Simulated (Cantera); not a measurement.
## FeS2 + H2 + N2 (hydrogen reduction and annealing atmospheres)

Charge: 1 mol FeS2, 85 mol H2, 0.86 mol N2, at 1075 K and 645 Torr.

Cantera equilibrium calculation (NASA polynomials, part measured and part estimated; ideal gas, pure solids and liquids). Candidate condensed phases: Fe, FeS, FeS2, S; 16 gas species. FeS: taken at fixed stoichiometry. The numbers say what is thermodynamically allowed, not how fast it happens.

x(H2): 0.978
x(H2S): 0.0116
x(N2): 0.0100
x(NH3): 3.05e-5
n(FeS(s)): 1.00 mol
gas amount: 85.86 mol
log10 activity of Fe(α) (absent): -0.79
log10 activity of S(l) (absent): -4.28
